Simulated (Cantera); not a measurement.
Silicon etching in halogen gases: Si + HBr + N2

Charge: 1 mol Si, 5.6 mol HBr, 0.54 mol N2, at 1248.15 K.

These are equilibrium values from Cantera (NASA tables, ideal gas, pure condensed phases), not measurements of a reactor. Candidate condensed phases: Br2, Si, Si3N4; 28 gas species. N2 is the only nitrogen source here; it is nearly inert below about 1500 K, so the nitride shown seldom forms there in practice. The tables' values for SiBr3 are old estimates; treat these amounts as uncertain. Rates play no part.

From 1.00 Pa to 3.60 Pa nothing is condensed. From 13.0 Pa to 100000 Pa the condensed part is Si3N4(s). The main Si-bearing gas is SiBr2 at 1.00 Pa and SiBr4 at 100000 Pa.

```json
[
 {"P (Pa)": "1", "x HBr": "0.512", "x H2": "0.188", "x SiBr2": "0.156", "x SiBr4": "0.00100", "x N2": "0.0857", "x Br": "0.0551", "x SiBr3": "0.00171", "n Si3N4(s)": "0"},
 {"P (Pa)": "3.60", "x HBr": "0.538", "x H2": "0.183", "x SiBr2": "0.154", "x SiBr4": "0.00405", "x N2": "0.0871", "x Br": "0.0310", "x SiBr3": "0.00342", "n Si3N4(s)": "0"},
 {"P (Pa)": "13", "x HBr": "0.551", "x H2": "0.186", "x SiBr2": "0.141", "x SiBr4": "0.0138", "x N2": "0.0863", "x Br": "0.0165", "x SiBr3": "0.00604", "n Si3N4(s)": "0.00803"},
 {"P (Pa)": "46", "x HBr": "0.606", "x H2": "0.181", "x SiBr2": "0.0884", "x SiBr4": "0.0380", "x N2": "0.0678", "x Br": "0.00980", "x SiBr3": "0.00794", "n Si3N4(s)": "0.0742"},
 {"P (Pa)": "170", "x HBr": "0.628", "x H2": "0.193", "x SiBr2": "0.0425", "x SiBr4": "0.0681", "x N2": "0.0560", "x Br": "0.00512", "x SiBr3": "0.00737", "n Si3N4(s)": "0.115"},
 {"P (Pa)": "600", "x HBr": "0.623", "x H2": "0.208", "x SiBr2": "0.0175", "x SiBr4": "0.0902", "x N2": "0.0523", "x Br": "0.00260", "x SiBr3": "0.00544", "n Si3N4(s)": "0.129"},
 {"P (Pa)": "2200", "x HBr": "0.605", "x H2": "0.224", "x SiBr2": "0.00635", "x SiBr4": "0.105", "x N2": "0.0535", "x Br": "0.00127", "x SiBr3": "0.00354", "n Si3N4(s)": "0.128"},
 {"P (Pa)": "7700", "x HBr": "0.582", "x H2": "0.239", "x SiBr2": "0.00230", "x SiBr4": "0.116", "x N2": "0.0569", "x Br": "0.000634", "x SiBr3": "0.00224", "n Si3N4(s)": "0.120"},
 {"P (Pa)": "28000", "x HBr": "0.556", "x H2": "0.254", "x SiBr2": "0.000792", "x SiBr4": "0.125", "x N2": "0.0613", "x Br": "0.000308", "x SiBr3": "0.00136", "n Si3N4(s)": "0.109"},
 {"P (Pa)": "100000", "x HBr": "0.530", "x H2": "0.269", "x SiBr2": "0.000276", "x SiBr4": "0.133", "x N2": "0.0661", "x Br": "0.000151", "x SiBr3": "0.000830", "n Si3N4(s)": "0.0968"}
]
```
x: gas mole fraction; n: condensed amount in mol.
